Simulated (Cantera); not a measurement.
Input: 1 mol AlN, 18 mol HCl, 70 mol H2, at 10.0 mbar.

Cantera equilibrium calculation (NASA polynomials, part measured and part estimated; ideal gas, pure solids and liquids). Candidate condensed phases: Al, AlCl3, AlN, NH4Cl; 20 gas species. The tables' values for AlCl2 are old estimates; treat these amounts as uncertain. Equilibrium is a limit: real reactors are often held back by kinetics, nucleation or transport.

Question: At 1523 K, list the 5 most abundant gas species with their mole fractions, and the condensed phases.

Answer: H2 0.809, HCl 0.174, AlCl3 0.00881, N2 0.00567, AlCl 0.00128. Condensed: gas only.
